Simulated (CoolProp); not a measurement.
A closed Brayton cycle with carbon dioxide: compressor inlet 329.15 K and 9.1 MPa, high pressure 16.6 MPa, turbine inlet 775 K, compressor efficiency 0.8, turbine efficiency 0.85, recuperator effectiveness 0.95 (on enthalpy, no pinch check). Each further row changes one setting.

Model: reference Helmholtz-energy equation of state, Span 1996, in CoolProp.

| case | thermal efficiency (%) | net work (kJ/kg) | compressor to turbine work | compressor exit (K) | turbine exit (K) |
|---|---|---|---|---|---|
| as stated | 28.1 | 42.0 | 0.41 | 378.4 | 708.3 |
| turbine inlet 725 K | 26.0 | 36.8 | 0.45 | 378.4 | 660.7 |
| compressor inlet 339.15 K | 27.0 | 37.7 | 0.47 | 392.7 | 708.3 |
| high pressure 14.1 MPa | 26.3 | 32.0 | 0.40 | 364.7 | 726.2 |
| recuperator effectiveness 0.5 | 13.0 | 42.0 | 0.41 | 378.4 | 708.3 |
